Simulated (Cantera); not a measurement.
**Ignition delay**

Mixture: H₂ : O₂ : N₂ = 1 : 0.278 : 1.67 (molar parts), equivalence ratio 1.8, at 12.0 bar, adiabatic and at constant pressure. Ignition delay is the time to a rise of 400 K.

Cantera simulation using GRI-Mech 3.0 (53 species, 325 reactions); the numbers are that mechanism's predictions, not measurements. The hydrogen kinetics of GRI-Mech 3.0 are dated; newer H2 mechanisms differ, most at raised pressure. The pressure lies above the range GRI-Mech 3.0 was tuned for (to about 10 atm). Where the delays flatten at high temperature, the 400 K rule measures the pace of heat release, not the induction time.

```json
[
 {"T0 (K)": "1300", "delay (ms)": "0.00740"},
 {"T0 (K)": "1375", "delay (ms)": "0.00341"},
 {"T0 (K)": "1450", "delay (ms)": "0.00218"},
 {"T0 (K)": "1525", "delay (ms)": "0.00158"},
 {"T0 (K)": "1600", "delay (ms)": "0.00123"},
 {"T0 (K)": "1675", "delay (ms)": "0.00100"},
 {"T0 (K)": "1750", "delay (ms)": "0.000850"},
 {"T0 (K)": "1825", "delay (ms)": "0.000744"},
 {"T0 (K)": "1900", "delay (ms)": "0.000671"},
 {"T0 (K)": "1975", "delay (ms)": "0.000622"}
]
```
